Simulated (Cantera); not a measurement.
Charge: 1 mol Pb, 12 mol NH₃, 19 mol H₂, at 702 °C and 61.0 Pa.

Cantera equilibrium calculation (NASA polynomials, part measured and part estimated; ideal gas, pure solids and liquids). Candidate condensed phases: Pb; 11 gas species. Kinetics and transport are ignored.

Base state: H₂ 0.848, N₂ 0.137, Pb 0.0150 (mole fractions); condensed: Pb(l).

### Question
What changes in the equilibrium state with this change: temperature from 702 °C to 552 °C?

### Answer
| species | before | after |
|---|---|---|
| H₂ | 0.848 | 0.860 |
| N₂ | 0.137 | 0.140 |
| Pb | 0.0150 | 0.000235 |
| Pb(l), mol | 0.344 | 0.990 |

### Question
What changes in the equilibrium state with this change: Pb replaced by Ni?

### Answer
```json
[
 {"species": "H₂", "before": "0.848", "after": "0.860"},
 {"species": "N₂", "before": "0.137", "after": "0.140"},
 {"species": "Pb", "before": "0.0150", "after": "0"},
 {"species": "Pb(l), mol", "before": "0.344", "after": "0"},
 {"species": "Ni(s), mol", "before": "0", "after": "1.00"}
]
```
Further candidate phases: Ni.
